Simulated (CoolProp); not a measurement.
Vapour-liquid equilibrium of R22 (1) + R134a (2) at 0.0583 MPa; x and y are mole fractions of (1).

Computed with CoolProp (multi-fluid Helmholtz-energy mixture model, Kamei 1995 and Tillner-Roth 1994; pair parameters Bell 2016).

Q: Give the bubble temperature and the first vapour's composition at x = 0.15, 0.25, 0.35. Is there an azeotrope?

A: x = 0.15: -41.1 °C, y = 0.289; x = 0.25: -43.0 °C, y = 0.428; x = 0.35: -44.7 °C, y = 0.541. No azeotrope shows between x = 0.05 and 0.95.

The pair parameters rest on a limited set of measurements; away from them the model extrapolates.
